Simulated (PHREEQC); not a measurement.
Make-up at 35 °C: 0.004 mol/kgw H3BO3. Closed to the air; pH follows from the charge balance.

The numbers come from PHREEQC with the ion-association model, phreeqc.dat.

This is a speciation only: nothing precipitates in the calculation.

Question: Estimate the pH, ionic strength.

Answer: pH 5.78; ionic strength 1.67e-6 mol/kgw.
